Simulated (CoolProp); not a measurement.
A simple Rankine cycle with water: condensing at 330.15 K, boiler at 0.174 MPa, turbine inlet 429 K, turbine efficiency 0.6, pump efficiency 0.6, no recuperator. Each further row changes one setting.

Computed with CoolProp (reference Helmholtz-energy equation of state, Wagner 2002).

```
case                             thermal efficiency (%)  net work (kJ/kg)  heat in (kJ/kg)  turbine exit temperature (K)  volume ratio over the turbine
-------------------------------  ----------------------  ----------------  ---------------  ----------------------------  -----------------------------
as stated                                           8.7               222             2540                         330.1                           7.65
turbine inlet 449 K                                 8.8               228             2580                         330.1                           7.40
condensing temperature 322.15 K                     9.9               254             2580                         322.2                           10.9
boiler pressure 0.122 MPa                           7.5               191             2550                         330.1                           5.42
turbine efficiency 0.5                              7.3               185             2540                         330.1                           7.77
```

The expansion ends wet for: as stated; turbine inlet 449 K; condensing temperature 322.15 K; boiler pressure 0.122 MPa; turbine efficiency 0.5.
